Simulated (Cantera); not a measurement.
A closed system holds: 1 mol C₆H₆, 0.24 mol H₂O, 4.3 mol H₂, held at 15.0 Pa.

These are equilibrium values from Cantera (NASA tables, ideal gas, pure condensed phases), not measurements of a reactor. Candidate condensed phases: C, C₆H₆, C₇H₈, C₈H₁₈, H₂O; 110 gas species. Rates play no part. All values below are at 2625 K.

Base state: H 0.887, H₂ 0.0654, C₃ 0.0211, CO 0.0163, C 0.00570, C₂ 0.00199, C₂H 0.00146, C₂H₂ (acetylene) 0.00117 (mole fractions); condensed: C(graphite).

### Question
What changes in the equilibrium state with this change: pressure from 15.0 Pa to 2400 Pa?

### Answer
```tsv
species	before	after
H₂	0.0654	0.726
H	0.887	0.233
CO	0.0163	0.0272
C₃	0.0211	0.000132
C₂H₂ (acetylene)	0.00117	0.0130
C₅	0.000105	6.58e-7
C	0.00570	3.56e-5
C₂	0.00199	1.24e-5
C(graphite), mol	4.60	5.52
```
